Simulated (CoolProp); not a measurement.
Vapour-liquid equilibrium of R13 (1) + propylene (2) at -20.35 °C; x and y are mole fractions of (1).

Computed with CoolProp (multi-fluid Helmholtz-energy mixture model, Platzer 1990 and Lemmon 2013; pair parameters Bell 2016). This equation is an older, rougher fit; its heat capacities, sound speeds and derivatives of the liquid may be far off and weren't checked against measurements.

| x | bubble pressure, mixture model (bar) | bubble pressure, Raoult's law (bar) | y, mixture model | y, Raoult's law |
|---|---|---|---|---|
| 0.05 | 3.769 | 3.433 | 0.222 | 0.165 |
| 0.15 | 5.068 | 4.262 | 0.458 | 0.398 |
| 0.25 | 6.144 | 5.090 | 0.584 | 0.555 |
| 0.35 | 7.050 | 5.919 | 0.666 | 0.668 |
| 0.45 | 7.833 | 6.747 | 0.727 | 0.754 |
| 0.55 | 8.533 | 7.576 | 0.778 | 0.821 |
| 0.65 | 9.182 | 8.405 | 0.824 | 0.874 |
| 0.75 | 9.804 | 9.233 | 0.869 | 0.918 |
| 0.85 | 10.41 | 10.06 | 0.917 | 0.955 |
| 0.95 | 11.01 | 10.89 | 0.970 | 0.986 |

The largest gap from Raoult's law is +20.7 % in bubble pressure, at x = 0.25. No azeotrope shows between x = 0.05 and 0.95.

The pair parameters rest on a limited set of measurements; away from them the model extrapolates.
